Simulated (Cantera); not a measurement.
Charge: 1 mol Ti, 0.079 mol O2, 1.3 mol H2, at 2.25 Torr.

Equilibrium computed with Cantera from the NASA thermochemical tables; the gas is ideal and each condensed phase is pure. Candidate condensed phases: H2O, Ti, TiO, TiO2, Ti2O3, Ti3O5, Ti4O7; 12 gas species. Mutual solubility and eutectic melting of coexisting phases are not modelled. TiO: taken at fixed stoichiometry. Condensed phases not in the tables: N, O or C dissolved in the metal. Rates play no part.

x: gas mole fraction; n: condensed amount in mol.

```
T (K)   x H2      x H    x Ti  n Ti(α)  n TiO(s)  n Ti(β)
-----  -----  -------  ------  -------  --------  -------
1025    1.00  7.95e-8  <1e-12    0.842     0.158        0
1050    1.00  1.48e-7  <1e-12    0.842     0.158        0
1075    1.00  2.68e-7  <1e-12    0.842     0.158        0
1100    1.00  4.72e-7  <1e-12    0.842     0.158        0
1125   1.000  8.11e-7     ___    0.842     0.158        0
1150   1.000  1.36e-6     ___    0.842     0.158        0
1175   1.000  2.24e-6     ___        0     0.158    0.842
1200   1.000  3.60e-6     ___        0     0.158    0.842
1225   1.000  5.69e-6     ___        0     0.158    0.842
1250   1.000  8.83e-6     ___        0     0.158    0.842
1275   1.000  1.35e-5     ___        0     0.158    0.842
1300   1.000  2.02e-5     ___        0     0.158    0.842
1325   1.000  2.99e-5     ___        0     0.158    0.842
1350   1.000  4.35e-5     ___        0     0.158    0.842
```

Task: Some entries are withheld; supply them.

Result: 
- 1125, x Ti: 1.56e-12
- 1150, x Ti: 4.63e-12
- 1175, x Ti: 1.30e-11
- 1200, x Ti: 3.48e-11
- 1225, x Ti: 8.95e-11
- 1250, x Ti: 2.22e-10
- 1275, x Ti: 5.29e-10
- 1300, x Ti: 1.22e-9
- 1325, x Ti: 2.74e-9
- 1350, x Ti: 5.94e-9
